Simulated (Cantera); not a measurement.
A freely propagating, adiabatic, planar premixed flame of 11.0 % CH4, 6.37 % H2, 16.8 % O2, 63.1 % N2, 2.75 % CO2, unburnt at 698 K and 8.50 bar; mixture-averaged transport, grid criteria slope 0.08 and curve 0.16, no radiation.

Computed with Cantera and GRI-Mech 3.0 (53 species, 325 reactions). Burning velocities carry a grid error of a few per cent, more on coarse grids.

x: mole fraction of selected species; z is measured from the peak of heat release.

```tsv
z (mm)	T (K)	u (m/s)	x CH4	x H2	x O2	x CH2O	x N2O	x C2H4
-0.340	700	0.455	0.110	0.0634	0.168	1.14e-6	<1e-8	5.01e-7
-0.227	709	0.461	0.109	0.0630	0.168	8.15e-6	<1e-8	3.66e-6
-0.170	733	0.477	0.108	0.0626	0.166	3.88e-5	<1e-8	1.77e-5
-0.113	843	0.550	0.0999	0.0618	0.158	0.000268	<1e-8	0.000128
-0.0567	(withheld)	0.828	(withheld)	0.0611	(withheld)	(withheld)	(withheld)	(withheld)
-0.0283	1609	1.08	0.0425	0.0611	0.0752	0.00128	6.83e-8	0.00171
0	(withheld)	1.31	(withheld)	0.0610	(withheld)	(withheld)	(withheld)	(withheld)
0.0283	2103	1.43	0.00694	0.0610	0.0115	0.000146	5.15e-8	0.000398
0.0567	2166	1.47	0.00363	0.0619	0.00397	6.28e-5	2.49e-8	0.000109
0.113	2198	1.50	0.00192	0.0643	0.000681	2.11e-5	<1e-8	2.15e-5
0.227	2204	1.50	0.00107	0.0672	4.47e-5	7.77e-6	<1e-8	5.45e-6
0.454	2201	1.50	0.000507	0.0697	1.64e-6	3.24e-6	<1e-8	1.62e-6
0.907	2199	1.50	0.000147	0.0714	1.08e-6	9.05e-7	<1e-8	2.86e-7
```

Question: What belongs in the gaps?

Answer: 
- -0.0567, T (K): 1251
- -0.0567, x CH4: 0.0701
- -0.0567, x O2: 0.117
- -0.0567, x CH2O: 0.00140
- -0.0567, x N2O: 3.15e-8
- -0.0567, x C2H4: 0.000889
- 0, T (K): 1934
- 0, x CH4: 0.0179
- 0, x O2: 0.0336
- 0, x CH2O: 0.000442
- 0, x N2O: 8.46e-8
- 0, x C2H4: 0.00137
